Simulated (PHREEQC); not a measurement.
0.015 g of hydrous ferric oxide (600 m²/g; 0.2 weak and 0.005 strong sites per Fe, Dzombak-Morel constants, diffuse double layer) in 1 kg of water with 0.1 mol/kgw of an inert sodium salt and 2.6e-07 mol/kgw Na2SeO3, at 25 °C; the pH is set by adding NaOH or the inert anion's acid. No oxygen is let in. CO2 from the air is kept out. Nothing may precipitate in this run.

The series has 17 steps of pH, from 4 to 10.

Model: ion-association model, wateq4f.dat, run in PHREEQC.

Q: Near which pH is half of the Se sorbed, and on which side is more sorbed?

A: Near pH 8.0, with more sorbed at lower pH.

The database's selenite sorption wasn't checked against measurements; a fall in acid may be a fault of its surface constants.
